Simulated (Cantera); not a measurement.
What does this Cantera script print?

```python
import numpy as np
import cantera as ct

gas = ct.Solution("gri30.yaml")
gas.TPX = 1425, 1400000, {'CH4': 1, 'CO2': 1, 'H2': 0.12}
reactor = ct.IdealGasConstPressureReactor(gas, energy="off", clone=False)
net = ct.ReactorNet([reactor])
net.rtol, net.atol = 1e-08, 1e-18
show = ['CH4', 'CO2', 'H2', 'CH3', 'OH']
times = np.geomspace(0.0001, 40, 12)

steps = ct.SolutionArray(gas, extra=["t"])
rows = []
print(f"{'t/s':>10s}{'T/K':>9s}{'P/Pa':>11s}" + "".join(f"{s:>11s}" for s in show))
for t in times:
    while net.time < t:
        t_next = net.step()
        steps.append(gas.state, t=t_next)
    rows.append([np.interp(t, steps.t, y) for y in (steps.T, steps.P, *steps(*show).X.T)])
    print(f"{t:10.3e}{rows[-1][0]:9.1f}{rows[-1][1]:11.4g}" + "".join(f"{x:11.3e}" for x in rows[-1][2:]))
rate = np.gradient(steps.T, steps.t)
print("integrator steps:", len(steps.t))
if steps.T.max() > steps.T[0] + 200:
    print(f"time of steepest temperature rise: {steps.t[rate.argmax()]:.4e} s")
gas.TPX = 1425, 1400000, {'CH4': 1, 'CO2': 1, 'H2': 0.12}
gas.equilibrate("TP")
print(f"equilibrium (TP): T = {gas.T:.1f} K  " + "  ".join(f"{s} {gas[s].X[0]:.3e}" for s in show))
```

Result:

```
       t/s      T/K       P/Pa        CH4        CO2         H2        CH3         OH
 1.000e-04   1425.0    1.4e+06  4.716e-01  4.717e-01  5.662e-02  1.725e-05  4.361e-10
 3.231e-04   1425.0    1.4e+06  4.715e-01  4.717e-01  5.666e-02  1.810e-05  4.585e-10
 1.044e-03   1425.0    1.4e+06  4.712e-01  4.716e-01  5.678e-02  2.012e-05  5.142e-10
 3.372e-03   1425.0    1.4e+06  4.699e-01  4.711e-01  5.729e-02  2.397e-05  6.349e-10
 1.089e-02   1425.0    1.4e+06  4.654e-01  4.691e-01  5.961e-02  2.657e-05  8.080e-10
 3.519e-02   1425.0    1.4e+06  4.504e-01  4.612e-01  6.829e-02  2.616e-05  1.183e-09
 1.137e-01   1425.0    1.4e+06  4.068e-01  4.327e-01  9.105e-02  2.480e-05  2.572e-09
 3.672e-01   1425.0    1.4e+06  3.133e-01  3.422e-01  1.095e-01  2.454e-05  8.802e-09
 1.186e+00   1425.0    1.4e+06  2.129e-01  2.062e-01  1.021e-01  2.341e-05  2.263e-08
 3.833e+00   1425.0    1.4e+06  2.079e-01  1.732e-01  1.161e-01  2.250e-05  2.122e-08
 1.238e+01   1425.0    1.4e+06  2.103e-01  1.403e-01  1.481e-01  2.009e-05  1.578e-08
 4.000e+01   1425.0    1.4e+06  1.898e-01  9.876e-02  2.028e-01  1.549e-05  1.090e-08
integrator steps: 1328
equilibrium (TP): T = 1425.0 K  CH4 1.339e-02  CO2 4.032e-03  H2 4.922e-01  CH3 7.031e-07  OH 5.364e-10
```

Cantera simulation using GRI-Mech 3.0 (53 species, 325 reactions); the numbers are that mechanism's predictions, not measurements. The pressure lies above the range GRI-Mech 3.0 was tuned for (to about 10 atm).
